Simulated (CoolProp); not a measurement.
R22 at 293.15 K and 1.65 MPa flows at 0.16 m/s in a round tube of 25 mm bore and 45 µm roughness, fully developed (64/Re and Nu = 3.66 if laminar; Colebrook and Gnielinski if turbulent). Each further row changes one setting.

Computed with CoolProp (reference Helmholtz-energy equation of state, Kamei 1995).

```csv
case,Reynolds number,Darcy friction factor,pressure drop (Pa/m),heat-transfer coefficient (W/(m² K)),mass flow (kg/h)
as stated,35500,0.0271,16.8,559,343
velocity 0.32 m/s,71000,(withheld),62.7,1070,(withheld)
diameter 50 mm,71000,0.0227,(withheld),(withheld),1370
```

Some entries are withheld; supply them.


- velocity 0.32 m/s, Darcy friction factor: 0.0252
- velocity 0.32 m/s, mass flow (kg/h): 687
- diameter 50 mm, pressure drop (Pa/m): 7.05
- diameter 50 mm, heat-transfer coefficient (W/(m² K)): 486

Viscosity comes from a separate model (Bell 2016), an estimate that may be off by 10 % or more. Thermal conductivity comes from a separate model (McLinden 2000), an estimate that may be off by 10 % or more.
